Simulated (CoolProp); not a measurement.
Vapour-liquid equilibrium of R125 (1) + propane (2) at 242.4 K; x and y are mole fractions of (1).

Computed with CoolProp (multi-fluid Helmholtz-energy mixture model, Lemmon 2005 and Lemmon 2009; pair parameters Bell 2016).

**Question.** Give the bubble pressure and the first vapour's composition at x = 0.5, 0.8, 0.95. Is there an azeotrope?

**Answer.** x = 0.5: 2.917 bar, y = 0.568; x = 0.8: 2.829 bar, y = 0.678; x = 0.95: 2.462 bar, y = 0.864. y crosses x between x = 0.575 and 0.65: the model has an azeotrope there.

Pair parameters are fitted to limited data, so mixtures are less certain than the pure fluids. With so large a gap from Raoult's law the liquid may split in two, which this calculation doesn't test in full.
